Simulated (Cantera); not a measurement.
An isothermal, constant-pressure homogeneous reactor starts with H2 : O2 : N2 = 0.78 : 1 : 14 (molar parts), equivalence ratio 0.39, at 825 K and 0.230 bar. Integrator tolerance rtol = 1e-08.

Computed with Cantera and the H2/O2 subset of GRI-Mech 3.0, which has no nitrogen chemistry. Below about 950 K walls govern HO2 and H2O2 in real vessels. The temperature is held fixed by assumption; the heat of reaction is taken as removed at once.

### Question
What does this change do: N2 14 to 2.5 parts?

### Answer
```json
[
 {"quantity": "x(H2) at 4.00 s", "before": "0.0214 (gas-phase equilibrium <1e-12)", "after": "0.172 (gas-phase equilibrium <1e-12)"},
 {"quantity": "x(O2) at 4.00 s", "before": "0.0499 (gas-phase equilibrium 0.0396)", "after": "0.229 (gas-phase equilibrium 0.157)"},
 {"quantity": "x(H2O2) at 4.00 s", "before": "2.79e-5 (gas-phase equilibrium <1e-12)", "after": "0.000841 (gas-phase equilibrium 7.15e-12)"},
 {"quantity": "x(OH) at 4.00 s", "before": "1.40e-9 (gas-phase equilibrium 1.24e-9)", "after": "9.56e-9 (gas-phase equilibrium 3.48e-9)"},
 {"quantity": "x(H) at 4.00 s", "before": "1.22e-8 (gas-phase equilibrium <1e-12)", "after": "1.32e-7 (gas-phase equilibrium <1e-12)"},
 {"quantity": "x(O) at 4.00 s", "before": "3.83e-9 (gas-phase equilibrium <1e-12)", "after": "2.36e-8 (gas-phase equilibrium <1e-12)"},
 {"quantity": "x(HO2) at 4.00 s", "before": "3.17e-6 (gas-phase equilibrium 4.43e-12)", "after": "2.05e-5 (gas-phase equilibrium 2.47e-11)"}
]
```

### Question
What does this change do: pressure from 0.230 bar to 1.00 bar?

### Answer
```json
[
 {"quantity": "x(H2) at 4.00 s", "before": "0.0214 (gas-phase equilibrium <1e-12)", "after": "0.0494 (gas-phase equilibrium <1e-12)"},
 {"quantity": "x(O2) at 4.00 s", "before": "0.0499 (gas-phase equilibrium 0.0396)", "after": "0.0634 (gas-phase equilibrium 0.0396)"},
 {"quantity": "x(H2O2) at 4.00 s", "before": "2.79e-5 (gas-phase equilibrium <1e-12)", "after": "3.74e-6 (gas-phase equilibrium 1.90e-12)"},
 {"quantity": "x(OH) at 4.00 s", "before": "1.40e-9 (gas-phase equilibrium 1.24e-9)", "after": "1.89e-11 (gas-phase equilibrium 8.60e-10)"},
 {"quantity": "x(H) at 4.00 s", "before": "1.22e-8 (gas-phase equilibrium <1e-12)", "after": "1.30e-10 (gas-phase equilibrium <1e-12)"},
 {"quantity": "x(O) at 4.00 s", "before": "3.83e-9 (gas-phase equilibrium <1e-12)", "after": "2.35e-11 (gas-phase equilibrium <1e-12)"},
 {"quantity": "x(HO2) at 4.00 s", "before": "3.17e-6 (gas-phase equilibrium 4.43e-12)", "after": "6.89e-7 (gas-phase equilibrium 6.39e-12)"}
]
```
